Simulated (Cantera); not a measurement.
# Al + CO2 + N2 (metals in furnace atmospheres)

Feed: 1 mol Al, 0.21 mol CO2, 240 mol N2, held at 56.0 Pa.

Cantera equilibrium calculation (NASA polynomials, part measured and part estimated; ideal gas, pure solids and liquids). Candidate condensed phases: Al, AlN, Al2O3, C; 32 gas species. Mutual solubility and eutectic melting of coexisting phases are not modelled. Condensed phases not in the tables: aluminium oxynitride. Kinetics and transport are ignored.

From 900 K to 1050 K the condensed part is AlN(s) + Al2O3(s) + C(graphite). From 1200 K to 1650 K the condensed part is AlN(s) + Al2O3(s). From 1800 K to 1950 K the condensed part is Al2O3(s).

| T (K) | log p N2 | log p Al | log p CO | log p Al2O | n AlN(s) | n Al2O3(s) | n C(graphite) |
|---|---|---|---|---|---|---|---|
| 900 | -3.25 | <-15 | -8.30 | <-15 | 0.721 | 0.139 | 0.208 |
| 1050 | -3.25 | <-15 | -6.37 | <-15 | 0.842 | 0.0791 | 0.0272 |
| 1200 | -3.25 | -14.15 | -6.31 | <-15 | 0.860 | 0.0700 | 0 |
| 1350 | -3.25 | -11.05 | -6.31 | -13.12 | 0.860 | 0.0700 | 0 |
| 1500 | -3.25 | -8.58 | -6.31 | -9.97 | 0.859 | 0.0700 | 0 |
| 1650 | -3.25 | -6.57 | -6.31 | -7.40 | 0.722 | 0.0643 | 0 |
| 1800 | -3.25 | -5.81 | -6.31 | -6.48 | 0 | 0.0229 | 0 |
| 1950 | -3.25 | -5.79 | -6.31 | -6.55 | 0 | 0.0292 | 0 |
log p: log10 of the partial pressure in bar; n: condensed amount in mol.
